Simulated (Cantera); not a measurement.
Boron, boron nitride and boron oxide: B₂H₆ + NH₃ + H₂

Feed: 1 mol B₂H₆, 0.14 mol NH₃, 130 mol H₂, equilibrated at 1000 °C and 0.0880 bar.

Cantera equilibrium calculation (NASA polynomials, part measured and part estimated; ideal gas, pure solids and liquids). Candidate condensed phases: B, BN; 15 gas species. The feed counts by its element totals alone. Mutual solubility and eutectic melting of coexisting phases are not modelled. Equilibrium is a limit: real reactors are often held back by kinetics, nucleation or transport.

```yaml
x(H₂): 1.000
x(H): 2.40e-6
n(B(s)): 1.86 mol
n(BN(s)): 0.140 mol
gas_amount: 133.2 mol
```
